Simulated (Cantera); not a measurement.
An isothermal, constant-pressure homogeneous reactor starts with NH3 : H2 = 1 : 9.7 (molar parts), at 1725 K and 2670 Pa.

Detailed kinetics in Cantera: the gas-phase N/H chemistry of the illustrative SiF4/NH3 mechanism in the Surface Chemkin manual (1991). Walls and surfaces, which speed up NH3 decomposition in real reactors, are not modelled.

x: mole fraction; the columns are a selection and need not sum to one.

```json
[
 {"t (s)": "1.00e-5", "x NH3": "0.0935", "x H2": "0.907", "x N2": "<1e-12", "x NH2": "5.92e-9", "x H": "1.11e-8", "x N2H4": "<1e-12"},
 {"t (s)": "4.44e-5", "x NH3": "0.0935", "x H2": "0.907", "x N2": "<1e-12", "x NH2": "1.89e-8", "x H": "5.66e-8", "x N2H4": "<1e-12"},
 {"t (s)": "0.000197", "x NH3": "0.0935", "x H2": "0.907", "x N2": "<1e-12", "x NH2": "7.34e-8", "x H": "2.62e-7", "x N2H4": "<1e-12"},
 {"t (s)": "0.000877", "x NH3": "0.0935", "x H2": "0.907", "x N2": "1.38e-12", "x NH2": "3.15e-7", "x H": "1.18e-6", "x N2H4": "<1e-12"},
 {"t (s)": "0.00390", "x NH3": "0.0935", "x H2": "0.907", "x N2": "2.12e-10", "x NH2": "1.39e-6", "x H": "5.23e-6", "x N2H4": "<1e-12"},
 {"t (s)": "0.0173", "x NH3": "0.0935", "x H2": "0.907", "x N2": "2.28e-8", "x NH2": "6.17e-6", "x H": "2.32e-5", "x N2H4": "6.37e-12"},
 {"t (s)": "0.0770", "x NH3": "0.0934", "x H2": "0.906", "x N2": "2.69e-6", "x NH2": "2.70e-5", "x H": "0.000102", "x N2H4": "1.22e-10"},
 {"t (s)": "0.342", "x NH3": "0.0929", "x H2": "0.907", "x N2": "0.000218", "x NH2": "7.02e-5", "x H": "0.000266", "x N2H4": "8.20e-10"},
 {"t (s)": "1.52", "x NH3": "0.0894", "x H2": "0.908", "x N2": "…", "x NH2": "6.98e-5", "x H": "0.000276", "x N2H4": "8.11e-10"},
 {"t (s)": "6.75", "x NH3": "0.0758", "x H2": "0.916", "x N2": "0.00802", "x NH2": "6.22e-5", "x H": "0.000292", "x N2H4": "6.44e-10"},
 {"t (s)": "30.0", "x NH3": "…", "x H2": "0.936", "x N2": "…", "x NH2": "…", "x H": "…", "x N2H4": "2.54e-10"}
]
```

Task: Complete the blanks.

Result: 
- 1.52, x N2: 0.00180
- 30.0, x NH3: 0.0390
- 30.0, x N2: 0.0249
- 30.0, x NH2: 3.91e-5
- 30.0, x H: 0.000365
